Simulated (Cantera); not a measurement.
What does this Cantera script print?

```python
import numpy as np
import cantera as ct

gas_names = [...]  # 91 gases of nasa_gas.yaml made of C, Cl, H
cond_names = """
    C(gr) C6H6(L) C7H8(L) C8H18(L),n-octa
""".split()


# ... load() reads the species with a 1 bar reference pressure and builds the phases ...
atoms = {
    'CH3Cl': {'C': 1, 'H': 3, 'CL': 1},
    'H2': {'H': 2},
}
top_T = {'C(gr)': 4500}  # K; cautious upper limits of use, not melting points


# ... equilibrate(T, P, feed) seeds the gas with the atoms and calls Mixture.equilibrate('TP', solver="vcs", rtol=1e-11, max_steps=5000) ...
results = []
feed = {'CH3Cl': 1, 'H2': 4.1}  # mol
T = 1523  # K
for P in [1, 4.2, 18, 75, 320, 1300, 5600, 24000, 100000]:
    mix = equilibrate(T, P, feed)
    results.append((T, P, feed, dict(zip(mix.species_names, mix.species_moles))))
    x = sorted(zip(gas.X, gas.species_names), reverse=True)
    print(f"T = {T:g} K  P = {P:g} Pa  gas = {mix.phase_moles(0):.4g} mol")
    print("   x: " + "  ".join(f"{s} {v:.3e}" for v, s in x if v > 1e-06))
    print("   condensed (mol): " + ("  ".join(f"{mix.phase(i).name} {mix.phase_moles(i):.4g}"
          for i in range(1, mix.n_phases) if mix.phase_moles(i) > 1e-12) or "none"))
```

It prints:

```
T = 1523 K  P = 1 Pa  gas = 6.124 mol
   x: H2 8.300e-01  HCL 1.623e-01  H 6.659e-03  CL 1.044e-03  C2H2,acetylene 9.807e-06
   condensed (mol): C(gr) 0.9999
T = 1523 K  P = 4.2 Pa  gas = 6.112 mol
   x: H2 8.331e-01  HCL 1.631e-01  H 3.255e-03  CL 5.114e-04  C2H2,acetylene 9.844e-06
   condensed (mol): C(gr) 0.9999
T = 1523 K  P = 18 Pa  gas = 6.106 mol
   x: H2 8.346e-01  HCL 1.635e-01  H 1.574e-03  CL 2.474e-04  C2H2,acetylene 9.861e-06
   condensed (mol): C(gr) 0.9999
T = 1523 K  P = 75 Pa  gas = 6.103 mol
   x: H2 8.354e-01  HCL 1.637e-01  H 7.713e-04  CL 1.213e-04  C2H2,acetylene 9.870e-06  CH4 1.205e-06
   condensed (mol): C(gr) 0.9999
T = 1523 K  P = 320 Pa  gas = 6.101 mol
   x: H2 8.357e-01  HCL 1.638e-01  H 3.735e-04  CL 5.876e-05  C2H2,acetylene 9.874e-06  CH4 5.147e-06
   condensed (mol): C(gr) 0.9998
T = 1523 K  P = 1300 Pa  gas = 6.101 mol
   x: H2 8.359e-01  HCL 1.639e-01  H 1.853e-04  CL 2.916e-05  CH4 2.092e-05  C2H2,acetylene 9.876e-06
   condensed (mol): C(gr) 0.9998
T = 1523 K  P = 5600 Pa  gas = 6.1 mol
   x: H2 8.359e-01  HCL 1.639e-01  CH4 9.010e-05  H 8.929e-05  CL 1.405e-05  C2H2,acetylene 9.876e-06
   condensed (mol): C(gr) 0.9993
T = 1523 K  P = 24000 Pa  gas = 6.098 mol
   x: H2 8.356e-01  HCL 1.640e-01  CH4 3.859e-04  H 4.312e-05  C2H2,acetylene 9.873e-06  CL 6.791e-06
   condensed (mol): C(gr) 0.9975
T = 1523 K  P = 100000 Pa  gas = 6.09 mol
   x: H2 8.342e-01  HCL 1.642e-01  CH4 1.602e-03  H 2.111e-05  C2H2,acetylene 9.856e-06  CL 3.334e-06  C2H4 1.867e-06
   condensed (mol): C(gr) 0.9901
```

Equilibrium computed with Cantera from the NASA thermochemical tables; the gas is ideal and each condensed phase is pure.
